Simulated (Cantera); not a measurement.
A closed system holds: 1 mol TiO₂, 0.55 mol HCl, 2.2 mol N₂, 1.6 mol H₂O, at 1325 K and 0.133 bar.

Method: chemical equilibrium by Gibbs-energy minimisation in Cantera with the NASA 1993 tables (ideal gas, pure condensed phases). Candidate condensed phases: H₂O, NH₄Cl, Ti, TiCl₂, TiCl₃, TiCl₄, TiN, TiO, TiO₂, Ti₂O₃, Ti₃O₅, Ti₄O₇; 38 gas species. Gases not in the tables: TiO(OH)₂. Kinetics and transport are ignored.

Base state: N₂ 0.506, H₂O 0.368, HCl 0.126, Cl 6.56e-5, H₂ 5.23e-5 (mole fractions); condensed: TiO₂(rutile).

Task: What changes in the equilibrium state with this change: TiO₂ replaced by Si?

Result: 
```csv
species,before,after
N₂,0.506,0.490
H₂,5.23e-5,0.379
HCl,0.126,0.130
H₂O,0.368,7.71e-5
Cl,6.56e-5,7.95e-7
"TiO₂(rutile), mol",1.00,0
"SiO₂(β-quartz), mol",0,0.733
"Si₂N₂O(s), mol",0,0.133
```
N₂ is the only nitrogen source here; it is nearly inert below about 1500 K, so the nitride shown seldom forms there in practice. Mutual solubility and eutectic melting of coexisting phases are not modelled. The tables hold silica as quartz up to 1696 K and as liquid above; real silica turns to tridymite and cristobalite and melts near 1996 K. Further candidate phases: Si, SiO₂, Si₂N₂O, Si₃N₄.
